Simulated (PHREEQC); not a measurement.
Solution (25 °C): 1.8 mol/kgw MgCl2 and 0.084 mol/kgw NaHCO3. Closed to the air; pH follows from the charge balance.

Equilibrium calculation in PHREEQC: Pitzer model, pitzer.dat.

No solid was allowed to form.

**Question.** Order these C species by the share of C that they hold, largest first: CO3-2, CO2, MgCO3, HCO3-.

**Answer.** HCO3- (77 %), CO2 (12 %), MgCO3 (6.8 %), CO3-2 (4.8 %)

The pH is 6.36 and the ionic strength 5.47 mol/kgw. The solution is supersaturated, for example in Magnesite (slow to form), so a real one may precipitate; this is no full list. In brines, pH and single-ion activities rest on the MacInnes convention.
